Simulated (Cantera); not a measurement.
# Reactions in the system N-O-V

Standard-state values (1 bar) from the NASA 1993 polynomials, evaluated with Cantera. Values are per mole of reaction as written; species without (g) are pure solids or liquids, kept so even where they would boil at 1 bar.

2 VO2(g) + N2O(g) = V2O5 + N2(g)

| T (K) | ΔH° (kJ) | ΔS° (J/K) | ΔG° (kJ) | log10 K | condensed phases |
|---|---|---|---|---|---|
| 300 | -1166.9 | -428.2 | -1038.4 | 180.80 | V2O5(s) |
| 700 | -1149.5 | -392.1 | -875.1 | 65.30 | V2O5(s) |
| 775 | -1146.0 | -387.4 | -845.8 | 57.01 | V2O5(s) |
| 850 | -1142.5 | -383.0 | -817.0 | 50.20 | V2O5(s) |
| 925 | -1138.9 | -378.9 | -788.4 | 44.52 | V2O5(s) |
| 1000 | -1070.2 | -306.2 | -764.0 | 39.91 | V2O5(l) |
| 1075 | -1066.0 | -302.1 | -741.2 | 36.02 | V2O5(l) |
| 1150 | -1061.8 | -298.4 | -718.7 | 32.64 | V2O5(l) |
| 1225 | -1057.7 | -294.9 | -696.5 | 29.70 | V2O5(l) |
| 1300 | -1053.6 | -291.7 | -674.5 | 27.10 | V2O5(l) |
